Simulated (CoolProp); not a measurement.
Aqueous methanol as a coolant, 33 % by mass, freezing at -29.3 °C, 1 atm.

Values from CoolProp's Melinder's fits for secondary coolants.

```tsv
T (°C)	density (kg/m³)	Prandtl number	viscosity (mPa s)	cp (kJ/(kg K))
-24.6	965.7	111	12.1	3.556
-18.4	963.5	79.5	8.59	3.628
-12.3	961.2	59.0	6.33	3.694
-6.1	958.7	44.6	4.76	3.757
0.1	956.1	34.5	3.66	3.813
6.3	953.3	27.3	2.88	3.862
12.4	950.4	22.0	2.32	3.903
18.6	947.3	17.9	1.90	3.936
24.8	944.1	14.8	1.58	3.961
30.9	940.7	12.4	1.33	3.976
37.1	937.2	10.5	1.13	3.981
```
